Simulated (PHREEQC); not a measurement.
A solution holds 1.8 mmol/kgw HBr, 0.062 mmol/kgw CaCl2 and 48 mmol/kgw MgCl2, at 25 °C. Closed to the air; pH follows from the charge balance.

All values are PHREEQC results (ion-association model, phreeqc.dat), not measurements.

This is a speciation only: nothing precipitates in the calculation.

What pH does the model give?

pH 2.84.
